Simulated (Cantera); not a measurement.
A closed system holds: 1 mol SiO2, 2.6 mol MgCl2, a varied amount of O2, equilibrated at 1727 °C and 30.8 Torr.

Cantera equilibrium calculation (NASA polynomials, part measured and part estimated; ideal gas, pure solids and liquids). Candidate condensed phases: Mg, MgCl2, MgO, MgSiO3, Mg2SiO4, Si, SiO2; 20 gas species. Mutual solubility and eutectic melting of coexisting phases are not modelled. Condensed phases not in the tables: alloys, solid solutions and most ternary compounds. Equilibrium is a limit: real reactors are often held back by kinetics, nucleation or transport.

x: gas mole fraction; n: condensed amount in mol.

| n(O2) (mol) | x O2 | x Cl | x MgCl2 | x Cl2 | x O | n MgSiO3(l) | n Mg2SiO4(s) |
|---|---|---|---|---|---|---|---|
| 0.74 | 0.0630 | 0.493 | 0.424 | 0.0183 | 0.000830 | 1.000 | 0 |
| 1.3 | 0.178 | 0.446 | 0.358 | 0.0150 | 0.00139 | 0.961 | 0.0390 |
| 2 | (withheld) | 0.435 | (withheld) | 0.0143 | (withheld) | (withheld) | (withheld) |
| 2.6 | (withheld) | 0.418 | (withheld) | (withheld) | 0.00192 | (withheld) | (withheld) |
| 3.2 | 0.392 | 0.400 | 0.194 | 0.0120 | 0.00207 | 0.640 | 0.360 |
| 3.8 | 0.437 | 0.382 | 0.167 | 0.0110 | 0.00219 | 0.577 | 0.423 |
| 4.4 | 0.476 | 0.365 | 0.146 | 0.0100 | 0.00228 | 0.522 | 0.478 |
| 5 | 0.509 | 0.349 | 0.129 | 0.00917 | 0.00236 | 0.474 | 0.526 |
| 5.6 | 0.538 | 0.334 | 0.116 | 0.00842 | 0.00242 | 0.431 | 0.569 |

Problem. Some entries are withheld; supply them.

Solution. 
- 2, x O2: 0.273
- 2, x MgCl2: 0.275
- 2, x O: 0.00173
- 2, n MgSiO3(l): 0.810
- 2, n Mg2SiO4(s): 0.190
- 2.6, x O2: 0.338
- 2.6, x MgCl2: 0.228
- 2.6, x Cl2: 0.0132
- 2.6, n MgSiO3(l): 0.716
- 2.6, n Mg2SiO4(s): 0.284
